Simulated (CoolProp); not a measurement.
Properties of R152A along the isotherm 132.15 °C.

Model: reference Helmholtz-energy equation of state, Outcalt 1996, in CoolProp. It is a modified Benedict-Webb-Rubin equation, recast in Helmholtz form.

```csv
p (kPa),phase,density (kg/m³),cp (kJ/(kg K)),cv (kJ/(kg K)),speed of sound (m/s),conductivity (mW/(m K)),fugacity coefficient
143,gas,2.831,1.277,1.145,236.2,___,0.9901
271,gas,5.415,1.287,1.149,234.6,___,0.9812
513,gas,10.43,1.307,1.156,231.4,24.8,0.9646
973,gas,20.51,1.350,1.170,225.3,25.2,0.9334
1840,gas,41.82,1.452,1.200,213.1,26.2,0.8758
3500,gas,96.13,1.817,1.271,186.6,30.0,0.7694
6630,supercritical,437.3,5.020,1.415,163.9,61.2,0.5709
12600,supercritical,649.5,2.249,1.316,349.1,73.1,0.3681
23800,supercritical,746.3,1.928,1.298,___,84.5,0.2662
45200,supercritical,833.2,1.787,1.306,___,98.2,0.2378
```

Task: What belongs in the gaps?

Result: 
- 143, conductivity (mW/(m K)): 24.6
- 271, conductivity (mW/(m K)): 24.7
- 23800, speed of sound (m/s): 505.1
- 45200, speed of sound (m/s): 676.0

The peak of cp marks the crossing from liquid-like to gas-like fluid above the critical point.

Thermal conductivity comes from a separate model (Krauss 1996).
